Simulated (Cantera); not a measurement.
A Cantera script and its output.

```python
import numpy as np
import cantera as ct

gas = ct.Solution("gri30.yaml")
gas.TPX = 975, 260000, {'CO': 1, 'H2': 0.052, 'O2': 0.598, 'N2': 2.25}
reactor = ct.IdealGasReactor(gas, energy="on", clone=False)
net = ct.ReactorNet([reactor])
net.rtol, net.atol = 1e-08, 1e-16
show = ['CO', 'H2', 'O2', 'CO2', 'NO']
times = np.geomspace(1e-06, 0.9, 12)

steps = ct.SolutionArray(gas, extra=["t"])
rows = []
print(f"{'t/s':>10s}{'T/K':>9s}{'P/Pa':>11s}" + "".join(f"{s:>11s}" for s in show))
for t in times:
    while net.time < t:
        t_next = net.step()
        steps.append(gas.state, t=t_next)
    rows.append([np.interp(t, steps.t, y) for y in (steps.T, steps.P, *steps(*show).X.T)])
    print(f"{t:10.3e}{rows[-1][0]:9.1f}{rows[-1][1]:11.4g}" + "".join(f"{x:11.3e}" for x in rows[-1][2:]))
rate = np.gradient(steps.T, steps.t)
print("integrator steps:", len(steps.t))
if steps.T.max() > steps.T[0] + 200:
    print(f"time of steepest temperature rise: {steps.t[rate.argmax()]:.4e} s")
gas.TPX = 975, 260000, {'CO': 1, 'H2': 0.052, 'O2': 0.598, 'N2': 2.25}
gas.equilibrate("UV")
print(f"equilibrium (UV): T = {gas.T:.1f} K  " + "  ".join(f"{s} {gas[s].X[0]:.3e}" for s in show))
```

It prints:

```
       t/s      T/K       P/Pa         CO         H2         O2        CO2         NO
 1.000e-06    975.0    2.6e+05  2.564e-01  1.333e-02  1.533e-01  6.257e-11  1.044e-24
 3.478e-06    975.0    2.6e+05  2.564e-01  1.333e-02  1.533e-01  2.402e-10  2.187e-23
 1.209e-05    975.0    2.6e+05  2.564e-01  1.333e-02  1.533e-01  1.105e-09  5.972e-22
 4.206e-05    975.0    2.6e+05  2.564e-01  1.333e-02  1.533e-01  6.157e-09  1.140e-20
 1.463e-04    975.0    2.6e+05  2.564e-01  1.333e-02  1.533e-01  4.157e-08  1.260e-19
 5.087e-04    975.0    2.6e+05  2.564e-01  1.333e-02  1.533e-01  5.187e-07  3.569e-18
 1.769e-03    975.6  2.601e+05  2.564e-01  1.332e-02  1.533e-01  4.485e-05  9.289e-15
 6.153e-03   2840.6  6.821e+05  6.867e-02  5.053e-04  4.834e-02  2.161e-01  5.797e-03
 2.140e-02   2826.1  6.781e+05  6.799e-02  5.088e-04  4.346e-02  2.170e-01  1.561e-02
 7.441e-02   2826.1  6.781e+05  6.799e-02  5.088e-04  4.346e-02  2.170e-01  1.561e-02
 2.588e-01   2826.1  6.781e+05  6.799e-02  5.088e-04  4.346e-02  2.170e-01  1.561e-02
 9.000e-01   2826.1  6.781e+05  6.799e-02  5.088e-04  4.346e-02  2.170e-01  1.561e-02
integrator steps: 1854
time of steepest temperature rise: 5.9450e-03 s
equilibrium (UV): T = 2826.1 K  CO 6.799e-02  H2 5.088e-04  O2 4.346e-02  CO2 2.170e-01  NO 1.561e-02
```

Detailed kinetics in Cantera: GRI-Mech 3.0 (53 species, 325 reactions). The hydrogen kinetics of GRI-Mech 3.0 are dated; newer H2 mechanisms differ, most at raised pressure.
